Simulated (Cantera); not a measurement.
A perfectly stirred reactor is fed with CH4 : N2 = 1 : 4.6 (molar parts), at 20.0 Torr; it is held at 1675 K, and followed from long to short residence time.

Computed with Cantera and GRI-Mech 3.0 (53 species, 325 reactions). GRI-Mech 3.0 stops at C3 and has no aromatics, soot or wall deposition, so with more carbon than oxygen in the feed, carbon stays in small species such as C2H2 where larger ones or solid carbon would form. Radical loss at walls, strong at low pressure, is not modelled.

One state of this run: x CH4 = 0.127; x H = 4.44e-5; x CH3 = 0.00162; x CH2 = 8.20e-7; x C2H = 6.23e-8; x C2H6 = 7.27e-5. x: mole fraction; the columns are a selection and need not sum to one.

**Question.** Which value of τ (s) does it belong to?
(A) 3.4
(B) 0.19
(C) 0.070
(D) 1.3

**Answer.** C, 0.070
